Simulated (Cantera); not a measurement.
A closed system holds: 1 mol C3H8, 10 mol H2, 0.17 mol N2, equilibrated at 2225 K and 1.00 bar.

Method: chemical equilibrium by Gibbs-energy minimisation in Cantera with the NASA 1993 tables (ideal gas, pure condensed phases). Candidate condensed phases: C, C6H6, C7H8, C8H18; 92 gas species. The numbers say what is thermodynamically allowed, not how fast it happens.

Task: What is the equilibrium state?

Result: 
```
Item                     Value
-------------------  ---------
x(H2)                    0.977
x(N2)                   0.0102
x(H)                   0.00640
x(HCN)                 0.00326
x(C2H2 (acetylene))    0.00287
x(HNC)                0.000267
x(CH4)                0.000238
x(CH3)                 2.97e-5
x(C2H4)                6.10e-6
n(C(graphite))        2.86 mol
gas amount           14.21 mol
```
